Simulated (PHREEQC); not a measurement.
Dissolve 0.01 mol/kgw TMAH, 0.00096 mol/kgw H4SiO4 and 0.00039 mol/kgw Na2CO3 at 20 °C. Closed to the air; pH follows from the charge balance.

All values are PHREEQC results (ion-association model, wateq4f.dat), not measurements.

```yaml
pH: 12.07
ionic_strength: 0.0112 mol/kgw
total_alkalinity: 10.8 meq/kg
```

| species | molality | activity | log γ |
|---|---|---|---|
| (CH3)4N+ | 0.0100 | 0.00897 | -0.047 |
| OH- | 0.00898 | 0.00805 | -0.048 |
| H3SiO4- | 0.000885 | 0.000794 | -0.047 |
| Na+ | 0.000777 | 0.000699 | -0.046 |
| CO3-2 | 0.000382 | 0.000252 | -0.181 |
| H2SiO4-2 | 6.94e-5 | 4.58e-5 | -0.181 |
| HCO3- | 5.60e-6 | 5.04e-6 | -0.045 |

No solid was allowed to form. Complexes and solids missing from the database can't appear. (CH3)4N+ isn't in the database: it is added as a free cation with an ion size of 4 Å.
